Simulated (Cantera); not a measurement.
A perfectly stirred reactor is fed with 7.76 % CH4, 25.5 % O2, 66.8 % N2, equivalence ratio 0.61, at 1.00 atm; it is adiabatic with a 748 K inlet, and is followed from long to short residence time, starting on the burning branch (τ in s: 0.41, 0.14, 0.05, 0.018, 0.0062, 0.0022, 0.00076, 0.00027, 9.3e-05).

Model: GRI-Mech 3.0 (53 species, 325 reactions), integrated in Cantera.

Problem. Predict: blow-out, bracketed by the residence times tried; x(CH4) at τ = 0.410 s; x(O2) at τ = 0.410 s; x(H) at τ = 0.410 s; x(H2O) at τ = 0.410 s; x(CH4) at τ = 6.20 ms; x(O2) at τ = 6.20 ms; x(CH2CO) at τ = 6.20 ms; x(H) at τ = 6.20 ms; x(H2O) at τ = 6.20 ms.

Solution. 
```json
{
 "blow_out_bracketed_by_the_residence_times_tried": "burning at 93.0 µs, the shortest tried",
 "x(CH4) at τ = 0.410 s": "3.42e-7",
 "x(O2) at τ = 0.410 s": "0.0946",
 "x(H) at τ = 0.410 s": "0.000271",
 "x(H2O) at τ = 0.410 s": "0.150",
 "x(CH4) at τ = 6.20 ms": "1.67e-5",
 "x(O2) at τ = 6.20 ms": "0.0982",
 "x(CH2CO) at τ = 6.20 ms": "1.02e-9",
 "x(H) at τ = 6.20 ms": "0.000544",
 "x(H2O) at τ = 6.20 ms": "0.148"
}
```
